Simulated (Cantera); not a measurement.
Input: 1 mol BN, 5.7 mol H₂, held at 2798.15 K and 1.00 bar.

Equilibrium computed with Cantera from the NASA thermochemical tables; the gas is ideal and each condensed phase is pure. Candidate condensed phases: B, BN; 15 gas species. The tables' values for BH₂ are old estimates; treat these amounts as uncertain. Gases not in the tables: B₂H₆ and higher boranes. Equilibrium is a limit: real reactors are often held back by kinetics, nucleation or transport.

Base state: H₂ 0.840, N₂ 0.0775, H 0.0745, BH₂ 0.00662, B 0.00111, BH 0.000284, BH₃ 7.67e-5, BN 7.55e-5 (mole fractions); condensed: B(l).

What changes in the equilibrium state with this change: pressure from 1.00 bar to 6.60 Pa?


```csv
species,before,after
H,0.0745,0.875
B,0.00111,0.0781
N₂,0.0775,0.0390
H₂,0.840,0.00765
BH₃,7.67e-5,<1e-9
BH₂,0.00662,2.81e-7
N,9.61e-7,8.39e-5
BH,0.000284,1.55e-5
BN,7.55e-5,3.07e-5
"B(l), mol",0.947,0
```
